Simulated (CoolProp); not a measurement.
c-C4F8 (RC318) along the isobar 152 bar: fugacity coefficient from the reference equation and from simpler models built on Tc = 115.2 °C, pc = 27.78 bar, ω = 0.355; each cubic takes its own stable root.

The numbers come from the reference Helmholtz-energy equation of state, Platzer 1990 in CoolProp. This equation is an older, rougher fit; its heat capacities, sound speeds and derivatives of the liquid may be far off and weren't checked against measurements.

| T (°C) | phase | reference | van der Waals | Redlich-Kwong | Peng-Robinson |
|---|---|---|---|---|---|
| 62.85 | liquid | 0.1013 | 0.2148 | 0.1324 | 0.09522 |
| 76.55 | liquid | 0.1314 | 0.2402 | 0.1610 | 0.1240 |
| 90.25 | liquid | 0.1656 | 0.2661 | 0.1917 | 0.1569 |
| 103.85 | liquid | 0.2030 | 0.2921 | 0.2238 | 0.1931 |
| 117.55 | supercritical | 0.2436 | 0.3185 | 0.2574 | 0.2328 |
| 131.15 | supercritical | 0.2862 | 0.3448 | 0.2916 | 0.2746 |
| 144.85 | supercritical | 0.3307 | 0.3712 | 0.3265 | 0.3184 |
| 158.55 | supercritical | 0.3761 | 0.3974 | 0.3616 | 0.3633 |
| 172.15 | supercritical | 0.4214 | 0.4232 | 0.3961 | 0.4082 |
| 185.85 | supercritical | 0.4666 | 0.4487 | 0.4304 | 0.4530 |
| 199.55 | supercritical | 0.5109 | 0.4738 | 0.4639 | 0.4969 |
| 213.15 | supercritical | 0.5534 | 0.4982 | 0.4963 | 0.5393 |
| 226.85 | supercritical | 0.5946 | 0.5221 | 0.5278 | 0.5802 |
